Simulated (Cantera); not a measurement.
Charge: 1 mol Fe, 0.26 mol O2, 21 mol H2, held at 1925 K and 1.00 bar.

Method: chemical equilibrium by Gibbs-energy minimisation in Cantera with the NASA 1993 tables (ideal gas, pure condensed phases). Candidate condensed phases: Fe, FeO, Fe(OH)2, Fe(OH)3, Fe2O3, Fe3O4, H2O; 12 gas species. Rates play no part.

Base state: H2 0.974, H2O 0.0247, H 0.000944, Fe 0.000152 (mole fractions); condensed: Fe(l).

**Question.** What changes in the equilibrium state with this change: pressure from 1.00 bar to 0.370 bar?

**Answer.** 
```csv
species,before,after
H2,0.974,0.973
H2O,0.0247,0.0247
H,0.000944,0.00155
Fe,0.000152,0.000410
"Fe(l), mol",0.997,0.991
```

**Question.** What changes in the equilibrium state with this change: O2 from 0.26 to 0.59 mol?

**Answer.** 
| species | before | after |
|---|---|---|
| H2 | 0.974 | 0.943 |
| H2O | 0.0247 | 0.0561 |
| H | 0.000944 | 0.000928 |
| Fe | 0.000152 | 0.000152 |
| Fe(l), mol | 0.997 | 0.997 |

**Question.** What changes in the equilibrium state with this change: pressure from 1.00 bar to 20.0 Pa?

**Answer.** 
| species | before | after |
|---|---|---|
| H2 | 0.974 | 0.870 |
| H | 0.000944 | 0.0631 |
| Fe | 0.000152 | 0.0440 |
| H2O | 0.0247 | 0.0227 |
| FeO | 6.37e-8 | 1.90e-5 |
| OH | 2.07e-6 | 0.000142 |
| Fe(l), mol | 0.997 | 0 |
